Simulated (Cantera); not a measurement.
A Cantera script and its output.

```python
import numpy as np
import cantera as ct

gas = ct.Solution("gri30.yaml")
gas.TPX = 1098, 120000, {'N2O': 1, 'O2': 0.051}
inlet = ct.Reservoir(gas, clone=True)

reactor = ct.IdealGasConstPressureReactor(gas, energy="off", clone=False)
exhaust = ct.Reservoir(gas, clone=True)
tau = [26, 9.3, 3.4, 1.2, 0.44, 0.16, 0.058, 0.021, 0.0076][0]
for a, b in ((inlet, reactor), (reactor, exhaust)):
    ct.MassFlowController(a, b, mdot=lambda t: reactor.mass / tau)
net = ct.ReactorNet([reactor])
show = ['N2O', 'O2', 'NO', 'O', 'N2', 'NO2']

rows = []
print(f"{'tau/s':>10s}{'T/K':>9s}" + "".join(f"{s:>11s}" for s in show))
for tau in [26, 9.3, 3.4, 1.2, 0.44, 0.16, 0.058, 0.021, 0.0076]:
    net.initial_time = 0.0
    net.advance(30 * tau)
    before = gas.X
    net.advance(40 * tau)
    drift = np.max(np.abs(gas.X - before) / (gas.X + 1e-9))
    rows.append([gas.T, *gas[show].X, drift])
    print(f"{tau:10.3e}{gas.T:9.1f}" + "".join(f"{x:11.3e}" for x in gas[show].X))
```

Result:

```
     tau/s      T/K        N2O         O2         NO          O         N2        NO2
 2.600e+01   1098.0  2.810e-01  2.542e-01  2.030e-02  1.502e-07  4.441e-01  3.378e-04
 9.300e+00   1098.0  4.873e-01  1.895e-01  1.694e-02  2.020e-07  3.060e-01  2.789e-04
 3.400e+00   1098.0  6.901e-01  1.273e-01  1.067e-02  2.457e-07  1.718e-01  1.731e-04
 1.200e+00   1098.0  8.341e-01  8.377e-02  5.090e-03  2.746e-07  7.701e-02  7.991e-05
 4.400e-01   1098.0  9.037e-01  6.283e-02  2.124e-03  2.881e-07  3.129e-02  3.085e-05
 1.600e-01   1098.0  9.334e-01  5.395e-02  8.152e-04  2.937e-07  1.186e-02  9.820e-06
 5.800e-02   1098.0  9.448e-01  5.052e-02  3.024e-04  2.957e-07  4.367e-03  2.476e-06
 2.100e-02   1098.0  9.490e-01  4.925e-02  1.106e-04  2.963e-07  1.590e-03  4.803e-07
 7.600e-03   1098.0  9.506e-01  4.879e-02  4.020e-05  2.963e-07  5.763e-04  7.590e-08
```

Cantera simulation using GRI-Mech 3.0 (53 species, 325 reactions); the numbers are that mechanism's predictions, not measurements. GRI-Mech 3.0 was tuned for natural gas; its chemistry of N2O as a main component is partial and can be far from experiment. The mechanism lacks the step 2 NO + O2 → 2 NO2, which can matter for NO2 below about 1400 K. The temperature is held fixed by assumption; the heat of reaction is taken as removed at once.
